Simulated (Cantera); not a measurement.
Input: 1 mol Nb₂O₅, 14 mol H₂, 1.1 mol H₂O, held at 1.00 Torr.

Method: chemical equilibrium by Gibbs-energy minimisation in Cantera with the NASA 1993 tables (ideal gas, pure condensed phases). Candidate condensed phases: H₂O, Nb, NbO, NbO₂, Nb₂O₅; 12 gas species. Mutual solubility and eutectic melting of coexisting phases are not modelled. Condensed phases not in the tables: the oxides between NbO₂ and Nb₂O₅. Rates play no part.

log p: log10 of the partial pressure in bar; n: condensed amount in mol.

```
T (°C)  log p H₂  log p H₂O  log p H  log p NbO₂  log p OH  log p O  n Nb₂O₅(s)  n NbO₂(s)
------  --------  ---------  -------  ----------  --------  -------  ----------  ---------
800        -2.91      -4.01    -9.31        <-14    -12.84     <-14        1.00          0
875        -2.91      -4.01    -8.60        <-14    -11.93     <-14        1.00          0
950        -2.91      -4.01      ___        <-14       ___     <-14        1.00          0
1025       -2.91      -4.01    -7.42      -13.43    -10.42     <-14        1.00          0
1100       -2.91      -4.01    -6.93      -12.10     -9.78   -13.84        1.00          0
1175       -2.91      -4.01    -6.49      -10.92     -9.22   -12.85        1.00          0
1250       -2.92      -3.90    -6.10       -9.92     -8.59   -11.84       0.687      0.626
1325       -2.93      -3.80    -5.74       -9.01     -8.02   -10.90       0.296       1.41
1400       -2.94      -3.73    -5.41       -8.20     -7.52   -10.09           0       2.00
1475       -2.94      -3.73    -5.11       -7.45     -7.14    -9.41           0       2.00
1550       -2.95      -3.73    -4.84       -6.77     -6.78    -8.79           0       2.00
1625       -2.95      -3.74      ___         ___       ___      ___           0       1.99
1700       -2.96      -3.74    -4.35       -5.57     -6.16    -7.68           0       1.97
```

Problem. Complete the blanks.

Solution. 
- 950, log p H: -7.98
- 950, log p OH: -11.13
- 1625, log p H: -4.58
- 1625, log p NbO₂: -6.15
- 1625, log p OH: -6.46
- 1625, log p O: -8.21
